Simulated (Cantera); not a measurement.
Input (Python, Cantera) and output of one run.

```python
import numpy as np
import cantera as ct

gas_names = """
    NF3 CuF2 O N
""".split()
cond_names = """
    Cu2O(s) Cu2O(L)
""".split()


# ... load() reads the species with a 1 bar reference pressure and builds the phases ...
species = {s.name: s for s in load("nasa_gas.yaml", gas_names) + load("nasa_condensed.yaml", cond_names)}
# Each term lists the table entries of one substance; the one whose range holds T is used.
reactions = {
    '3 Cu2O + 4 NF3(g) = 6 CuF2(g) + 3 O(g) + 4 N(g)':
        [(-3, ['Cu2O(s)', 'Cu2O(L)']), (-4, ['NF3']), (6, ['CuF2']), (3, ['O']), (4, ['N'])],
}


def pick(names, T):
    return next(species[n] for n in names if species[n].thermo.min_temp <= T <= species[n].thermo.max_temp)


results = []
for label, terms in reactions.items():
    print(label)
    print("     T/K   dH/kJ  dS/(J/K)   dG/kJ   log10 K")
    for T in [300, 1148, 1223, 1298, 1373, 1448, 1523, 1598]:
        used = [(nu, pick(names, T)) for nu, names in terms]
        dH = sum(nu * s.thermo.h(T) for nu, s in used) / 1e6
        dS = sum(nu * s.thermo.s(T) for nu, s in used) / 1e3
        dG = dH - T * dS / 1e3
        logK = -dG * 1e6 / (ct.gas_constant * T * np.log(10))
        results.append((label, T, dH, dS, dG, logK, [s.name for _, s in used]))
        print(f"{T:8g} {dH:8.1f} {dS:8.1f} {dG:8.1f} {logK:8.2f}")
```

It prints:

```
3 Cu2O + 4 NF3(g) = 6 CuF2(g) + 3 O(g) + 4 N(g)
     T/K   dH/kJ  dS/(J/K)   dG/kJ   log10 K
     300   2075.6   1378.8   1661.9  -289.36
    1148   2037.7   1336.6    503.2   -22.90
    1223   2030.5   1330.5    403.2   -17.22
    1298   2022.7   1324.4    303.7   -12.22
    1373   2014.2   1318.0    204.6    -7.78
    1448   2005.2   1311.6    106.0    -3.82
    1523   1801.1   1176.9      8.6    -0.30
    1598   1790.3   1170.0    -79.4     2.59
```

Standard-state values (1 bar) from the NASA 1993 polynomials, evaluated with Cantera. Condensed species are held in their standard states even where they would react or evaporate.
